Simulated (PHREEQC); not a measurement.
Model water analysis in mmol/kgw, 80 °C, pH 3.52, pe 12.1: Na 5.06; K 11.8; Ca 6.39; Mg 3.98; Cl 5.4; S(6) 16.4; Sr 0.016; Cu(2) 0.00722; Si 0.446; Li 0.438.

Valence states are taken as typed.

The numbers come from PHREEQC with the ion-association model, phreeqc.dat.

No solid was allowed to form.

Problem. Predict the ionic strength, specific conductance.

Solution. ionic strength 0.0438 mol/kgw; specific conductance 7950 µS/cm.

Problem. In which forms is Li present?

Solution. Li+ 98 %, LiSO4- 1.9 % of the Li.

Away from 25 °C the constants follow the database's enthalpies or fits; those with neither stay at their 25 °C values.
